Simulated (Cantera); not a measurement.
## Transport properties of process gases

Gas mixture: NO = 0.1 (molar parts), at 1.20 bar, frozen composition.

Cantera's kinetic-theory transport with the Lennard-Jones parameters of GRI-Mech 3.0, ideal gas; thermal conductivity in the mixture-averaged form. The composition is frozen, though it would react at the higher temperatures.

| T (K) | ρ (kg/m³) | cp (J/kg/K) | μ (µPa s) | λ (mW/m/K) | Pr | D (cm²/s) C₂H₂ | D (cm²/s) CO₂ | D (cm²/s) NO |
|---|---|---|---|---|---|---|---|---|
| 400 | 1.08 | 998.6 | 23.1 | 32.4 | 0.712 | 0.233 | 0.220 | 0.000 |
| 550 | 0.787 | 1028 | 28.9 | 42.0 | 0.707 | 0.408 | 0.387 | 0.000 |
| 700 | 0.619 | 1067 | 34.0 | 51.3 | 0.707 | 0.617 | 0.587 | 0.000 |
| 850 | 0.509 | 1104 | 38.6 | 60.2 | 0.708 | 0.859 | 0.817 | 0.000 |
| 1000 | 0.433 | 1133 | 42.9 | 68.6 | 0.709 | 1.13 | 1.08 | 0.000 |
| 1150 | 0.377 | 1153 | 47.0 | 76.7 | 0.707 | 1.43 | 1.36 | 0.000 |
| 1300 | 0.333 | 1171 | 50.9 | 84.5 | 0.706 | 1.75 | 1.67 | 0.000 |
| 1450 | 0.299 | 1186 | 54.7 | 91.9 | 0.706 | 2.10 | 2.01 | 0.000 |
D: mixture-averaged diffusion coefficient of that species in the mixture.
